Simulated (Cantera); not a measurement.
## Hydrogen reduction and annealing atmospheres: PbO + H₂ + H₂O

A closed system holds: 1 mol PbO, 1.3 mol H₂, 2.7 mol H₂O, equilibrated at 248 Torr.

Equilibrium computed with Cantera from the NASA thermochemical tables; the gas is ideal and each condensed phase is pure. Candidate condensed phases: H₂O, Pb, PbO, PbO₂, Pb₃O₄; 12 gas species. Gases not in the tables: (PbO)n polymers. Rates play no part.

From 1325 K to 1600 K the condensed part is Pb(l). The share of Pb in condensed phases is highest at 1325 K (95.6 %) and lowest at 1600 K (9.0 %).

```
T (K)  log p H₂O  log p Pb  log p H₂  log p PbO  log p Pb₂  log p H  n Pb(l)
-----  ---------  --------  --------  ---------  ---------  -------  -------
1325       -0.52     -2.44     -1.61      -5.34      -6.37    -6.59    0.956
1350       -0.52     -2.31     -1.61      -5.11      -6.15    -6.43    0.940
1375       -0.52     -2.18     -1.61      -4.90      -5.94    -6.27    0.919
1400       -0.53     -2.06     -1.62      -4.69      -5.73    -6.12    0.891
1425       -0.53     -1.94     -1.62      -4.49      -5.54    -5.98    0.856
1450       -0.54     -1.83     -1.63      -4.30      -5.35    -5.84    0.810
1475       -0.54     -1.72     -1.63      -4.12      -5.16    -5.70    0.752
1500       -0.55     -1.61     -1.64      -3.94      -4.99    -5.57    0.677
1525       -0.56     -1.51     -1.65      -3.77      -4.82    -5.45    0.580
1550       -0.57     -1.41     -1.66      -3.60      -4.65    -5.33    0.457
1575       -0.59     -1.31     -1.67      -3.44      -4.49    -5.22    0.298
1600       -0.61     -1.22     -1.68      -3.29      -4.34    -5.11   0.0897
```
log p: log10 of the partial pressure in bar; n: condensed amount in mol.
